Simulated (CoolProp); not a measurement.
Values from CoolProp's reference Helmholtz-energy equation of state, Thol 2016.

Q: Give the vapour pressure (kPa), liquid density (kg/m³), vapour density (kg/m³), enthalpy of vaporisation (kJ/kg) of saturated hexamethyldisiloxane (MM) at 353.7, 357.9, 412.8 K.

A: 
| T (K) | p (kPa) | liquid density (kg/m³) | vapour density (kg/m³) | enthalpy of vaporisation (kJ/kg) |
|---|---|---|---|---|
| 353.7 | 54.5 | 698 | 3.14 | 203 |
| 357.9 | 62.6 | 694 | 3.58 | 201 |
| 412.8 | 278 | 624 | 15.1 | 170 |
